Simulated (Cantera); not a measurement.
A closed system holds: 1 mol Al, 4.2 mol Cl₂, 44 mol N₂, at 1198.15 K and 19000 Pa.

These are equilibrium values from Cantera (NASA tables, ideal gas, pure condensed phases), not measurements of a reactor. Candidate condensed phases: Al, AlCl₃, AlN; 11 gas species. Kinetics and transport are ignored.

Base state: N₂ 0.921, Cl₂ 0.0553, AlCl₃ 0.0209, Cl 0.00250 (mole fractions); condensed: gas only.

**Question.** What changes in the equilibrium state with this change: temperature from 1198.15 K to 1348.15 K?

**Answer.** 
| species | before | after |
|---|---|---|
| N₂ | 0.921 | 0.918 |
| Cl₂ | 0.0553 | 0.0514 |
| AlCl₃ | 0.0209 | 0.0209 |
| Cl | 0.00250 | 0.00977 |

**Question.** What changes in the equilibrium state with this change: temperature from 1198.15 K to 400 K?

**Answer.** 
| species | before | after |
|---|---|---|
| N₂ | 0.921 | 0.932 |
| Cl₂ | 0.0553 | 0.0572 |
| Al₂Cl₆ | 8.66e-7 | 0.0106 |
| AlCl₃ | 0.0209 | 1.30e-5 |
| Cl | 0.00250 | <1e-9 |
